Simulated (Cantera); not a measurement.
Feed: 1 mol MgSO4, 1.5 mol H2, 0.4 mol CO2, held at 13300 Pa.

Cantera equilibrium calculation (NASA polynomials, part measured and part estimated; ideal gas, pure solids and liquids). Candidate condensed phases: C, C6H6, C7H8, C8H18, H2O, H2SO4, Mg, MgCO3, MgO, Mg(OH)2, MgS, MgSO4, S; 130 gas species. Rates play no part. All values below are at 1825 K.

Base state: H2O 0.465, SO2 0.308, CO2 0.0944, H2 0.0571, CO 0.0455, SO 0.0146, S2 0.0114, H2S 0.00222 (mole fractions); condensed: MgO(s).

What changes in the equilibrium state with this change: pressure from 13300 Pa to 100000 Pa?


```csv
species,before,after
H2O,0.465,0.484
SO2,0.308,0.300
CO2,0.0944,0.106
H2,0.0571,0.0403
SO,0.0146,0.00962
S2,0.0114,0.0172
CO,0.0455,0.0347
H,0.000288,8.84e-5
COS,6.22e-5,0.000159
H2S,0.00222,0.00526
"MgO(s), mol",1.000,1.000
```
